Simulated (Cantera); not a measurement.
Charge: 1 mol Al, 0.71 mol HCl, 5.1 mol H2, at 0.0390 bar.

Equilibrium computed with Cantera from the NASA thermochemical tables; the gas is ideal and each condensed phase is pure. Candidate condensed phases: Al, AlCl3; 12 gas species. Kinetics and transport are ignored.

**Question.** What share of the Al ends up in condensed phases as a function of T (K), at 700, 800, 900, 1000, 1100, 1200, 1300, 1400?

**Answer.** 
```tsv
T (K)	Al condensed (%)	as
700	76.3	Al(s)
800	76.2	Al(s)
900	75.2	Al(s)
1000	70.1	Al(l)
1100	54.9	Al(l)
1200	35.9	Al(l)
1300	30.3	Al(l)
1400	29.4	Al(l)
```
